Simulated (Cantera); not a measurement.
A Cantera script and what it prints.

```python
import numpy as np
import cantera as ct

gas_names = """
    CL CL2 H HCL H2 Si SiCL SiCL2 SiCL3 SiCL4 SiH SiHCL3 SiH2 SiH2CL2 SiH3 SiH3CL SiH4 Si2 Si3
""".split()
cond_names = """
    Si(cr) Si(L)
""".split()


def load(file, names, dense=False):
    # The tables refer to 1 bar. Condensed volumes are neglected.
    table = {s.name: s for s in ct.Species.list_from_file(file)}
    out = []
    for n in names:
        d = dict(table[n].input_data)
        d["thermo"] = dict(d["thermo"], **{"reference-pressure": 1e5})
        if dense:
            d["equation-of-state"] = {"model": "constant-volume", "density": "1e6 g/cm^3"}
        out.append(ct.Species.from_dict(d))
    return out


gas = ct.Solution(thermo="ideal-gas", species=load("nasa_gas.yaml", gas_names))
cond = {s.name: ct.Solution(thermo="fixed-stoichiometry", species=[s], name=s.name)
        for s in load("nasa_condensed.yaml", cond_names, dense=True)}
atoms = {
    'SiH4': {'Si': 1, 'H': 4},
    'Cl2': {'CL': 2},
    'H2': {'H': 2},
    'HCl': {'H': 1, 'CL': 1},
}
top_T = {}  # K; cautious upper limits of use, not melting points


def equilibrate(T, P, feed):
    n = {}
    for name, mol in feed.items():
        for a, k in atoms[name].items():
            n[a] = n.get(a, 0.0) + k * mol
    gas.TPX = T, P, n
    mass = sum(n.values()) * gas.mean_molecular_weight
    gas.equilibrate("TP")
    valid = [c for c in cond.values() if c.min_temp <= T <= top_T.get(c.name, c.max_temp)]
    mix = ct.Mixture([(gas, mass / gas.mean_molecular_weight)] + [(c, 0.0) for c in valid])
    mix.T, mix.P = T, P
    mix.equilibrate("TP", solver="vcs", rtol=1e-11, max_steps=5000)
    return mix


results = []
feed = {'SiH4': 1, 'Cl2': 0.004, 'H2': 7.4, 'HCl': 0.58}  # mol
P = 1000  # Pa
for T in [823, 848, 873, 898, 923, 948, 973, 998, 1023, 1048, 1073, 1098, 1123, 1148]:
    mix = equilibrate(T, P, feed)
    results.append((T, P, feed, dict(zip(mix.species_names, mix.species_moles))))
    x = sorted(zip(gas.X, gas.species_names), reverse=True)
    print(f"T = {T:g} K  P = {P:g} Pa  gas = {mix.phase_moles(0):.4g} mol")
    print("   x: " + "  ".join(f"{s} {v:.3e}" for v, s in x if v > 0.0001))
    print("   condensed (mol): " + ("  ".join(f"{mix.phase(i).name} {mix.phase_moles(i):.4g}"
          for i in range(1, mix.n_phases) if mix.phase_moles(i) > 1e-12) or "none"))
```

Output:

```
T = 823 K  P = 1000 Pa  gas = 9.836 mol
   x: H2 9.814e-01  SiCL4 1.115e-02  SiHCL3 3.768e-03  HCL 3.505e-03  SiH2CL2 1.071e-04
   condensed (mol): Si(cr) 0.8517
T = 848 K  P = 1000 Pa  gas = 9.839 mol
   x: H2 9.805e-01  SiCL4 1.090e-02  HCL 4.732e-03  SiHCL3 3.662e-03  SiH2CL2 1.079e-04
   condensed (mol): Si(cr) 0.8548
T = 873 K  P = 1000 Pa  gas = 9.844 mol
   x: H2 9.794e-01  SiCL4 1.056e-02  HCL 6.261e-03  SiHCL3 3.539e-03  SiH2CL2 1.081e-04
   condensed (mol): Si(cr) 0.8587
T = 898 K  P = 1000 Pa  gas = 9.849 mol
   x: H2 9.780e-01  SiCL4 1.014e-02  HCL 8.129e-03  SiHCL3 3.396e-03  SiCL3 1.384e-04  SiH2CL2 1.076e-04
   condensed (mol): Si(cr) 0.8633
T = 923 K  P = 1000 Pa  gas = 9.855 mol
   x: H2 9.763e-01  HCL 1.036e-02  SiCL4 9.623e-03  SiHCL3 3.231e-03  SiCL3 1.944e-04  SiCL2 1.581e-04  SiH2CL2 1.063e-04
   condensed (mol): Si(cr) 0.8688
T = 948 K  P = 1000 Pa  gas = 9.863 mol
   x: H2 9.743e-01  HCL 1.298e-02  SiCL4 8.996e-03  SiHCL3 3.041e-03  SiCL3 2.646e-04  SiCL2 2.632e-04  SiH2CL2 1.040e-04
   condensed (mol): Si(cr) 0.875
T = 973 K  P = 1000 Pa  gas = 9.872 mol
   x: H2 9.721e-01  HCL 1.598e-02  SiCL4 8.256e-03  SiHCL3 2.823e-03  SiCL2 4.221e-04  SiCL3 3.486e-04  SiH2CL2 1.008e-04
   condensed (mol): Si(cr) 0.882
T = 998 K  P = 1000 Pa  gas = 9.882 mol
   x: H2 9.695e-01  HCL 1.932e-02  SiCL4 7.406e-03  SiHCL3 2.577e-03  SiCL2 6.516e-04  SiCL3 4.437e-04
   condensed (mol): Si(cr) 0.8896
T = 1023 K  P = 1000 Pa  gas = 9.894 mol
   x: H2 9.667e-01  HCL 2.294e-02  SiCL4 6.458e-03  SiHCL3 2.303e-03  SiCL2 9.678e-04  SiCL3 5.440e-04
   condensed (mol): Si(cr) 0.8975
T = 1048 K  P = 1000 Pa  gas = 9.906 mol
   x: H2 9.637e-01  HCL 2.673e-02  SiCL4 5.439e-03  SiHCL3 2.006e-03  SiCL2 1.381e-03  SiCL3 6.403e-04
   condensed (mol): Si(cr) 0.9054
T = 1073 K  P = 1000 Pa  gas = 9.919 mol
   x: H2 9.607e-01  HCL 3.053e-02  SiCL4 4.393e-03  SiCL2 1.889e-03  SiHCL3 1.693e-03  SiCL3 7.202e-04
   condensed (mol): Si(cr) 0.913
T = 1098 K  P = 1000 Pa  gas = 9.932 mol
   x: H2 9.578e-01  HCL 3.416e-02  SiCL4 3.379e-03  SiCL2 2.472e-03  SiHCL3 1.379e-03  SiCL3 7.708e-04
   condensed (mol): Si(cr) 0.9199
T = 1123 K  P = 1000 Pa  gas = 9.944 mol
   x: H2 9.551e-01  HCL 3.740e-02  SiCL2 3.093e-03  SiCL4 2.462e-03  SiHCL3 1.078e-03  SiCL3 7.828e-04
   condensed (mol): Si(cr) 0.9257
T = 1148 K  P = 1000 Pa  gas = 9.955 mol
   x: H2 9.529e-01  HCL 4.008e-02  SiCL2 3.699e-03  SiCL4 1.698e-03  SiHCL3 8.099e-04  SiCL3 7.544e-04
   condensed (mol): Si(cr) 0.9302
```

Equilibrium computed with Cantera from the NASA thermochemical tables; the gas is ideal and each condensed phase is pure. The tables' values for SiCl3 are old estimates; treat these amounts as uncertain.
